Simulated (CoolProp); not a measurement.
n-octane along the isobar 0.836 MPa: Z from the reference equation and from simpler models built on Tc = 295.6 °C, pc = 2.484 MPa, ω = 0.398; each cubic takes its own stable root.

Model: reference Helmholtz-energy equation of state, Beckmüller 2019, in CoolProp.

```json
[
 {"T (°C)": "34.05", "phase": "liquid", "reference": "0.05403"},
 {"T (°C)": "52.15", "phase": "liquid", "reference": "0.05214"},
 {"T (°C)": "70.15", "phase": "liquid", "reference": "0.05053"},
 {"T (°C)": "88.25", "phase": "liquid", "reference": "0.04916"},
 {"T (°C)": "106.35", "phase": "liquid", "reference": "0.04800"},
 {"T (°C)": "124.45", "phase": "liquid", "reference": "0.04706"},
 {"T (°C)": "142.45", "phase": "liquid", "reference": "0.04634"},
 {"T (°C)": "160.55", "phase": "liquid", "reference": "0.04582"},
 {"T (°C)": "178.65", "phase": "liquid", "reference": "0.04555"},
 {"T (°C)": "196.65", "phase": "liquid", "reference": "0.04557"},
 {"T (°C)": "214.75", "phase": "liquid", "reference": "0.04597"},
 {"T (°C)": "232.85", "phase": "gas", "reference": "0.7767"},
 {"T (°C)": "250.95", "phase": "gas", "reference": "0.8112"},
 {"T (°C)": "268.95", "phase": "gas", "reference": "0.8377"},
 {"T (°C)": "287.05", "phase": "gas", "reference": "0.8589"},
 {"T (°C)": "305.15", "phase": "gas", "reference": "0.8763"}
]
```

**Question.** How far does each simpler model (Redlich-Kwong, Peng-Robinson) lie from the reference over these 16 states: mean and median of the absolute difference, and the worst?

**Answer.** 
- Redlich-Kwong: mean 116.2 %, median 21.6 %, worst +1615.0 % at 214.75 °C and 0.836 MPa
- Peng-Robinson: mean 2.2 %, median 2.3 %, worst +5.5 % at 214.75 °C and 0.836 MPa

At some of these states Redlich-Kwong gives the other phase, because its saturation line lies elsewhere.
